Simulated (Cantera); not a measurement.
# Ignition delay

Mixture: CH4 : CO : O2 : N2 = 1 : 0.39 : 1.57 : 5.9 (molar parts), equivalence ratio 1.4, at 2.96 atm, adiabatic and at constant pressure. Ignition delay is the time to a rise of 400 K.

Cantera simulation using GRI-Mech 3.0 (53 species, 325 reactions); the numbers are that mechanism's predictions, not measurements.

```json
[
 {"T0 (K)": "1123", "delay (ms)": "94.2"},
 {"T0 (K)": "1198", "delay (ms)": "29.6"},
 {"T0 (K)": "1273", "delay (ms)": "10.2"},
 {"T0 (K)": "1348", "delay (ms)": "3.83"},
 {"T0 (K)": "1423", "delay (ms)": "1.54"},
 {"T0 (K)": "1498", "delay (ms)": "0.659"},
 {"T0 (K)": "1573", "delay (ms)": "0.304"},
 {"T0 (K)": "1648", "delay (ms)": "0.151"},
 {"T0 (K)": "1723", "delay (ms)": "0.0813"}
]
```

```
Property                                                 Value
--------------------------------------------------  ----------
apparent activation energy between 1573 and 1723 K  200 kJ/mol
```
